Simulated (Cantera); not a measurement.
A closed system holds: 1 mol CH₂F₂, 0.11 mol CH₄, equilibrated at 2323 K and 490 Pa.

Equilibrium computed with Cantera from the NASA thermochemical tables; the gas is ideal and each condensed phase is pure. Candidate condensed phases: C, C₆H₆, C₇H₈, C₈H₁₈; 95 gas species. The numbers say what is thermodynamically allowed, not how fast it happens.

Base state: HF 0.881, H₂ 0.0755, H 0.0428, F 0.000635, C₂H₂ (acetylene) 0.000366, CF 1.15e-5 (mole fractions); condensed: C(graphite).

Q: What changes in the equilibrium state with this change: CH₄ from 0.11 to 0.053 mol?

A: 
| species | before | after |
|---|---|---|
| HF | 0.881 | 0.934 |
| H₂ | 0.0755 | 0.0353 |
| H | 0.0428 | 0.0292 |
| C₂H₂ (acetylene) | 0.000366 | 0.000171 |
| F | 0.000635 | 0.000985 |
| CF | 1.15e-5 | 1.78e-5 |
| C(graphite), mol | 1.11 | 1.05 |

Q: What changes in the equilibrium state with this change: CH₂F₂ replaced by CH₃Cl?

A: 
```json
[
 {"species": "H₂", "before": "0.0755", "after": "0.477"},
 {"species": "HCl", "before": "0", "after": "0.356"},
 {"species": "H", "before": "0.0428", "after": "0.107"},
 {"species": "HF", "before": "0.881", "after": "0"},
 {"species": "Cl", "before": "0", "after": "0.0576"},
 {"species": "F", "before": "0.000635", "after": "0"},
 {"species": "C₂HCl", "before": "0", "after": "1.45e-5"},
 {"species": "C(graphite), mol", "before": "1.11", "after": "1.10"}
]
```
